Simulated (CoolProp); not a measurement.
Saturation properties of n-perfluorohexane.

Computed with CoolProp (reference Helmholtz-energy equation of state, Gao 2022).

```json
[
 {"T (°C)": "-24.85", "p (MPa)": "0.001861", "liquid density (kg/m³)": "1816", "vapour density (kg/m³)": "0.3055", "enthalpy of vaporisation (kJ/kg)": "105.5"},
 {"T (°C)": "-20.65", "p (MPa)": "0.002479", "liquid density (kg/m³)": "1804", "vapour density (kg/m³)": "0.4005", "enthalpy of vaporisation (kJ/kg)": "104.4"},
 {"T (°C)": "-16.45", "p (MPa)": "0.003263", "liquid density (kg/m³)": "1793", "vapour density (kg/m³)": "0.5192", "enthalpy of vaporisation (kJ/kg)": "103.4"},
 {"T (°C)": "-12.25", "p (MPa)": "0.004248", "liquid density (kg/m³)": "1781", "vapour density (kg/m³)": "(withheld)", "enthalpy of vaporisation (kJ/kg)": "102.4"},
 {"T (°C)": "-8.05", "p (MPa)": "0.005472", "liquid density (kg/m³)": "(withheld)", "vapour density (kg/m³)": "0.8449", "enthalpy of vaporisation (kJ/kg)": "(withheld)"},
 {"T (°C)": "-3.85", "p (MPa)": "0.006978", "liquid density (kg/m³)": "1758", "vapour density (kg/m³)": "1.062", "enthalpy of vaporisation (kJ/kg)": "100.3"},
 {"T (°C)": "0.35", "p (MPa)": "0.008815", "liquid density (kg/m³)": "1746", "vapour density (kg/m³)": "1.323", "enthalpy of vaporisation (kJ/kg)": "99.29"},
 {"T (°C)": "4.55", "p (MPa)": "0.01104", "liquid density (kg/m³)": "1734", "vapour density (kg/m³)": "1.635", "enthalpy of vaporisation (kJ/kg)": "98.25"},
 {"T (°C)": "8.75", "p (MPa)": "0.01370", "liquid density (kg/m³)": "1722", "vapour density (kg/m³)": "2.003", "enthalpy of vaporisation (kJ/kg)": "97.21"},
 {"T (°C)": "12.95", "p (MPa)": "0.01687", "liquid density (kg/m³)": "1711", "vapour density (kg/m³)": "2.437", "enthalpy of vaporisation (kJ/kg)": "96.16"},
 {"T (°C)": "17.15", "p (MPa)": "0.02061", "liquid density (kg/m³)": "1699", "vapour density (kg/m³)": "(withheld)", "enthalpy of vaporisation (kJ/kg)": "95.11"},
 {"T (°C)": "21.35", "p (MPa)": "0.02500", "liquid density (kg/m³)": "1687", "vapour density (kg/m³)": "(withheld)", "enthalpy of vaporisation (kJ/kg)": "94.05"},
 {"T (°C)": "25.55", "p (MPa)": "0.03013", "liquid density (kg/m³)": "1674", "vapour density (kg/m³)": "4.207", "enthalpy of vaporisation (kJ/kg)": "92.97"},
 {"T (°C)": "29.75", "p (MPa)": "0.03606", "liquid density (kg/m³)": "1662", "vapour density (kg/m³)": "4.984", "enthalpy of vaporisation (kJ/kg)": "91.89"},
 {"T (°C)": "33.95", "p (MPa)": "0.04290", "liquid density (kg/m³)": "1650", "vapour density (kg/m³)": "5.873", "enthalpy of vaporisation (kJ/kg)": "(withheld)"}
]
```

Q: Fill in the missing entries.

A: 
- -12.25, vapour density (kg/m³): 0.6657
- -8.05, liquid density (kg/m³): 1770
- -8.05, enthalpy of vaporisation (kJ/kg): 101.4
- 17.15, vapour density (kg/m³): 2.942
- 21.35, vapour density (kg/m³): 3.529
- 33.95, enthalpy of vaporisation (kJ/kg): 90.80

It boils at 57.1 °C under 1 atm.
